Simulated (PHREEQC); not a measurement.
Make-up at 25 °C: 0.2 mol/kgw NH4HSO4. Closed to the air; pH follows from the charge balance.

Model: ion-association model, wateq4f.dat, run in PHREEQC.

```yaml
pH: 1.19
ionic_strength: 0.305 mol/kgw
activity_of_water: 0.992
total_alkalinity: -200 meq/kg
```

```json
[
 {"species": "NH4+", "molality": "0.170", "activity": "0.125", "log γ": "-0.135"},
 {"species": "HSO4-", "molality": "0.118", "activity": "0.0823", "log γ": "-0.155"},
 {"species": "H+", "molality": "0.0824", "activity": "0.0644", "log γ": "-0.107"},
 {"species": "SO4-2", "molality": "0.0527", "activity": "0.0131", "log γ": "-0.603"},
 {"species": "NH4SO4-", "molality": "0.0297", "activity": "0.0211", "log γ": "-0.148"},
 {"species": "NH3", "molality": "1.11e-9", "activity": "1.11e-9", "log γ": "0.000"}
]
```

Precipitation was switched off in this run. Species that the database lacks are ignored.
